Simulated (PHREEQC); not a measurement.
**Sulfide liquor: speciation**

Dissolve 6.2 mmol/kgw NH4HS, 0.12 mmol/kgw HCl and 0.038 mmol/kgw FeCl2 at 25 °C. Closed to the air; pH follows from the charge balance.

Equilibrium calculation in PHREEQC: ion-association model, phreeqc.dat.

Precipitation was switched off in this run.

Q: Predict the pH, ionic strength, specific conductance.

A: pH 8.02; ionic strength 0.00588 mol/kgw; specific conductance 776 µS/cm.

Q: In which forms is N present?

A: NH4+ 95 %, NH3 5.1 % of the N.

Examples of supersaturated solids here: Mackinawite, FeS(ppt). Others may be too.
